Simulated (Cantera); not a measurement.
Charge: 1 mol Al2O3, 0.02 mol H2, equilibrated at 1 atm.

These are equilibrium values from Cantera (NASA tables, ideal gas, pure condensed phases), not measurements of a reactor. Candidate condensed phases: Al, Al2O3, H2O; 19 gas species. Rates play no part. All values below are at 1925 K.

Base state: H2 0.999, H 0.000949, H2O 5.09e-5, Al 1.77e-5 (mole fractions); condensed: Al2O3(s).

What changes in the equilibrium state with this change: Al2O3 replaced by ZrN?


| species | before | after |
|---|---|---|
| H2 | 0.999 | 0.999 |
| H | 0.000949 | 0.000949 |
| H2O | 5.09e-5 | 0 |
| Al | 1.77e-5 | 0 |
| Al2O3(s), mol | 1.00 | 0 |
| ZrN(s), mol | 0 | 1.00 |
ZrN: taken at fixed stoichiometry. Further candidate phases: Zr, ZrN.
